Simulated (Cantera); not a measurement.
An isothermal, constant-pressure homogeneous reactor starts with H2 : O2 = 0.27 : 1 (molar parts), at 975 K and 10.00 Torr. Integrator tolerance rtol = 1e-08.

Computed with Cantera and GRI-Mech 3.0 (53 species, 325 reactions). Radical loss at walls, strong at low pressure, is not modelled. The temperature is held fixed by assumption; the heat of reaction is taken as removed at once.

Task: What does this change do: temperature 975 to 1400 K?

Result: 
```tsv
quantity	before	after
x(H2) at 5.00 s	4.15e-8 (gas-phase equilibrium 9.67e-11)	1.41e-6 (gas-phase equilibrium 1.07e-6)
x(O2) at 5.00 s	0.762 (gas-phase equilibrium 0.762)	0.762 (gas-phase equilibrium 0.762)
x(O) at 5.00 s	2.16e-7 (gas-phase equilibrium 5.49e-10)	9.43e-6 (gas-phase equilibrium 7.20e-6)
x(H2O2) at 5.00 s	8.53e-9 (gas-phase equilibrium 4.86e-11)	3.02e-9 (gas-phase equilibrium 2.68e-9)
x(HO2) at 5.00 s	1.00e-8 (gas-phase equilibrium 8.51e-10)	1.15e-7 (gas-phase equilibrium 1.24e-7)
x(OH) at 5.00 s	8.72e-6 (gas-phase equilibrium 4.38e-7)	0.000221 (gas-phase equilibrium 0.000193)
```
